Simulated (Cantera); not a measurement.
# Thermodynamics of silicon etching in halogen gases, feed Si + F2 + H2

Charge: 1 mol Si, 3.4 mol F2, 1.8 mol H2, equilibrated at 1523 K.

Cantera equilibrium calculation (NASA polynomials, part measured and part estimated; ideal gas, pure solids and liquids). Candidate condensed phases: Si; 25 gas species. The tables' values for SiF3, SiF2 are old estimates; treat these amounts as uncertain. Rates play no part.

| P (Pa) | x HF | x SiF4 | x H2 | x SiF3 | x H | x SiF2 | x SiHF3 |
|---|---|---|---|---|---|---|---|
| 1 | 0.675 | 0.222 | 0.0862 | 0.0134 | 0.00215 | 0.000439 | 1.64e-5 |
| 4.20 | 0.671 | 0.230 | 0.0907 | 0.00696 | 0.00107 | 0.000115 | 1.80e-5 |
| 18 | 0.669 | 0.234 | 0.0930 | 0.00348 | 0.000525 | 2.83e-5 | 1.88e-5 |
| 75 | 0.668 | 0.236 | 0.0941 | 0.00173 | 0.000259 | 6.94e-6 | 1.92e-5 |
| 320 | 0.667 | 0.237 | 0.0947 | 0.000845 | 0.000126 | 1.65e-6 | 1.94e-5 |
| 1300 | 0.667 | 0.238 | 0.0950 | 0.000421 | 6.25e-5 | 4.08e-7 | 1.95e-5 |
| 5600 | 0.667 | 0.238 | 0.0951 | 0.000203 | 3.01e-5 | 9.49e-8 | 1.96e-5 |
| 24000 | 0.667 | 0.238 | 0.0952 | 9.82e-5 | 1.46e-5 | 2.22e-8 | 1.96e-5 |
| 100000 | 0.667 | 0.238 | 0.0952 | 4.82e-5 | 7.13e-6 | 5.33e-9 | 1.96e-5 |
x: gas mole fraction; nothing condenses.

From 1.00 Pa to 1.00 bar nothing is condensed. The main Si-bearing gas is SiF4 throughout.
